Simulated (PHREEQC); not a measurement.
Solution (40 °C): 0.0033 mol/kgw NaCl, 0.16 mol/kgw KHSO4 and 0.0074 mol/kgw (CH3)4NCl. Closed to the air; pH follows from the charge balance.

Equilibrium calculation in PHREEQC: ion-association model, phreeqc.dat.

The pH comes out as 1.33, the ionic strength is 0.260 mol/kgw and the activity of water is 0.993. The specific conductance is 45200 µS/cm and the density is 1.008 g/cm³. The total alkalinity is -160 meq/kg.

```tsv
species	molality	activity	log γ
K+	0.146	0.0998	-0.164
HSO4-	0.101	0.0736	-0.136
H+	0.0593	0.0465	-0.106
SO4-2	0.0449	0.0115	-0.590
KSO4-	0.0143	0.0104	-0.140
Cl-	0.0107	0.00738	-0.161
(CH3)4N+	0.00740	0.00512	-0.160
Na+	0.00310	0.00226	-0.137
NaSO4-	0.000197	0.000143	-0.140
```

Precipitation was switched off in this run. (CH3)4N+ isn't in the database: it is added as a free cation with an ion size of 4 Å. Away from 25 °C the constants follow the database's enthalpies or fits; those with neither stay at their 25 °C values.
